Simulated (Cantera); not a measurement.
## Adiabatic ignition

An adiabatic, constant-pressure homogeneous reactor starts with H2 : O2 : N2 : H2O = 1 : 0.25 : 0.94 : 0.49 (molar parts), at 1500 K and 760 Torr.

Model: the H2/O2 subset of GRI-Mech 3.0, which has no nitrogen chemistry, integrated in Cantera.

| t (s) | T (K) | x H2 | x O2 | x H2O | x H2O2 | x H | x OH | x O |
|---|---|---|---|---|---|---|---|---|
| 4.00e-6 | 1500 | 0.373 | 0.0933 | 0.183 | 3.56e-8 | 4.86e-6 | 3.96e-7 | 3.75e-7 |
| 9.85e-6 | 1501 | 0.372 | 0.0930 | 0.183 | 7.99e-7 | 0.000394 | 3.30e-5 | 3.07e-5 |
| 2.43e-5 | 1894 | 0.170 | 0.00611 | 0.344 | 8.73e-7 | 0.0969 | 0.0159 | 0.00684 |
| 5.98e-5 | 2256 | 0.187 | 0.00255 | 0.367 | 2.34e-7 | 0.0528 | 0.0157 | 0.00305 |
| 0.000147 | 2461 | 0.195 | 0.000935 | 0.384 | 1.17e-7 | 0.0293 | 0.0114 | 0.00113 |
| 0.000363 | 2559 | 0.199 | 0.000382 | 0.393 | 6.79e-8 | 0.0182 | 0.00792 | 0.000471 |
| 0.000894 | 2579 | 0.200 | 0.000294 | 0.394 | 5.67e-8 | 0.0159 | 0.00708 | 0.000365 |
| 0.00220 | 2580 | 0.200 | 0.000292 | 0.394 | 5.65e-8 | 0.0158 | 0.00706 | 0.000362 |
| 0.00543 | 2580 | 0.200 | 0.000292 | 0.394 | 5.65e-8 | 0.0158 | 0.00706 | 0.000362 |
| 0.0134 | 2580 | 0.200 | 0.000292 | 0.394 | 5.65e-8 | 0.0158 | 0.00706 | 0.000362 |
| 0.0330 | 2580 | 0.200 | 0.000292 | 0.394 | 5.65e-8 | 0.0158 | 0.00706 | 0.000362 |
| 0.0812 | 2580 | 0.200 | 0.000292 | 0.394 | 5.65e-8 | 0.0158 | 0.00706 | 0.000362 |
| 0.200 | 2580 | 0.200 | 0.000292 | 0.394 | 5.65e-8 | 0.0158 | 0.00706 | 0.000362 |
x: mole fraction; the columns are a selection and need not sum to one.

The time of steepest temperature rise is 17.7 µs, the temperature at 0.200 s is 2580 K and the equilibrium temperature is 2580 K. The x(H2) at 0.200 s is 0.200 (gas-phase equilibrium 0.200), the x(O2) at 0.200 s is 0.000292 (gas-phase equilibrium 0.000292) and the x(H2O) at 0.200 s is 0.394 (gas-phase equilibrium 0.394).
